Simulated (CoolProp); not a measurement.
Properties of n-decane along the isobar 0.101 MPa.

Values from CoolProp's reference Helmholtz-energy equation of state, Lemmon 2006. It is a short technical equation, of lower accuracy than the large ones.

```json
[
 {"T (K)": "454.8", "phase": "gas", "density (kg/m³)": "4.039", "expansivity (1/kK)": "2.778", "viscosity (µPa s)": "___"},
 {"T (K)": "466.6", "phase": "gas", "density (kg/m³)": "3.912", "expansivity (1/kK)": "___", "viscosity (µPa s)": "8.05"},
 {"T (K)": "478.4", "phase": "gas", "density (kg/m³)": "3.795", "expansivity (1/kK)": "2.523", "viscosity (µPa s)": "8.26"},
 {"T (K)": "490.2", "phase": "gas", "density (kg/m³)": "3.686", "expansivity (1/kK)": "2.417", "viscosity (µPa s)": "8.46"},
 {"T (K)": "502", "phase": "gas", "density (kg/m³)": "3.584", "expansivity (1/kK)": "2.323", "viscosity (µPa s)": "8.66"},
 {"T (K)": "513.8", "phase": "gas", "density (kg/m³)": "3.489", "expansivity (1/kK)": "2.238", "viscosity (µPa s)": "8.87"},
 {"T (K)": "525.6", "phase": "gas", "density (kg/m³)": "___", "expansivity (1/kK)": "2.160", "viscosity (µPa s)": "9.07"},
 {"T (K)": "537.4", "phase": "gas", "density (kg/m³)": "3.316", "expansivity (1/kK)": "2.090", "viscosity (µPa s)": "9.27"},
 {"T (K)": "549.2", "phase": "gas", "density (kg/m³)": "3.236", "expansivity (1/kK)": "2.025", "viscosity (µPa s)": "___"},
 {"T (K)": "561", "phase": "gas", "density (kg/m³)": "3.161", "expansivity (1/kK)": "___", "viscosity (µPa s)": "9.67"},
 {"T (K)": "572.8", "phase": "gas", "density (kg/m³)": "3.089", "expansivity (1/kK)": "1.910", "viscosity (µPa s)": "9.87"},
 {"T (K)": "584.6", "phase": "gas", "density (kg/m³)": "3.021", "expansivity (1/kK)": "1.859", "viscosity (µPa s)": "___"},
 {"T (K)": "596.4", "phase": "gas", "density (kg/m³)": "2.957", "expansivity (1/kK)": "1.811", "viscosity (µPa s)": "10.3"},
 {"T (K)": "608.2", "phase": "gas", "density (kg/m³)": "2.895", "expansivity (1/kK)": "1.766", "viscosity (µPa s)": "___"},
 {"T (K)": "620", "phase": "gas", "density (kg/m³)": "2.836", "expansivity (1/kK)": "1.723", "viscosity (µPa s)": "10.7"}
]
```

### Question
Fill in the missing entries.

### Answer

- 454.8, viscosity (µPa s): 7.84
- 466.6, expansivity (1/kK): 2.642
- 525.6, density (kg/m³): 3.400
- 549.2, viscosity (µPa s): 9.47
- 561, expansivity (1/kK): 1.966
- 584.6, viscosity (µPa s): 10.1
- 608.2, viscosity (µPa s): 10.5

Viscosity comes from a separate model (Huber 2004).
